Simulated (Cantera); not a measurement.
A freely propagating, adiabatic, planar premixed flame of CH4 : CO : O2 : N2 : CO2 = 1 : 0.1 : 2.2 : 8.29 : 1.3 (molar parts), equivalence ratio 0.93, unburnt at 425 K and 1.60 bar; mixture-averaged transport, grid criteria slope 0.08 and curve 0.16, no radiation.

Detailed kinetics in Cantera: GRI-Mech 3.0 (53 species, 325 reactions). Burning velocities carry a grid error of a few per cent, more on coarse grids.

Q: What does this change do: inlet temperature 425 to 350 K?

A: 
```
quantity                     before      after
------------------------  ---------  ---------
laminar burning velocity  27.1 cm/s  18.4 cm/s
thermal thickness          0.464 mm   0.527 mm
peak x(C2H4)               0.000379   0.000363
peak x(HO2)                0.000126   0.000115
peak x(CH2O)               0.000909   0.000869
```
